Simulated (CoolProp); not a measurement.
Vapour-liquid equilibrium of CHF3 (R23) (1) + R134a (2) at 0.563 MPa; x and y are mole fractions of (1).

Computed with CoolProp (multi-fluid Helmholtz-energy mixture model, Penoncello 2003 and Tillner-Roth 1994; pair parameters Bell 2016).

Give the bubble temperature and the first vapour's composition at x = 0.05, 0.15, 0.45. Is there an azeotrope?

x = 0.05: 12.5 °C, y = 0.214; x = 0.15: 0.5 °C, y = 0.512; x = 0.45: -23.8 °C, y = 0.869. No azeotrope shows between x = 0.05 and 0.95.

The pair parameters rest on a limited set of measurements; away from them the model extrapolates.
